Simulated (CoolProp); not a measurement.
Vapour-liquid equilibrium of dimethyl ether (1) + n-butane (2) at 262.4 K; x and y are mole fractions of (1).

The numbers come from the multi-fluid Helmholtz-energy mixture model, Wu 2011 and Bücker 2006; pair parameters Bell 2016 in CoolProp.

Problem. Give the bubble pressure and the first vapour's composition at x = 0.05, 0.15, 0.65. Is there an azeotrope?

Solution. x = 0.05: 0.07880 MPa, y = 0.182; x = 0.15: 0.09846 MPa, y = 0.403; x = 0.65: 0.1571 MPa, y = 0.801. No azeotrope shows between x = 0.05 and 0.95.

Pair parameters are fitted to limited data, so mixtures are less certain than the pure fluids.
